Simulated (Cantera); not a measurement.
Input: 1 mol H2S, 0.47 mol H2O, 0.55 mol N2, at 0.000360 bar.

These are equilibrium values from Cantera (NASA tables, ideal gas, pure condensed phases), not measurements of a reactor. Candidate condensed phases: H2O, H2SO4, S; 35 gas species. Equilibrium is a limit: real reactors are often held back by kinetics, nucleation or transport. All values below are at 2102 °C.

Base state: H 0.340, H2 0.209, S 0.157, N2 0.152, SO 0.0749, H2O 0.0220, S2 0.0140, SO2 0.00956 (mole fractions); condensed: gas only.

Q: What changes in the equilibrium state with this change: H2O from 0.47 to 0.78 mol?

A: 
```
species    before     after
-------  --------  --------
H           0.340     0.347
H2          0.209     0.218
N2          0.152     0.135
S           0.157     0.115
H2O        0.0220    0.0380
SO2       0.00956    0.0192
S2         0.0140   0.00748
OH        0.00637    0.0108
O         0.00697    0.0116
SO         0.0749    0.0909
O2       0.000305  0.000836
NO       0.000306  0.000477
SH        0.00777   0.00581
```
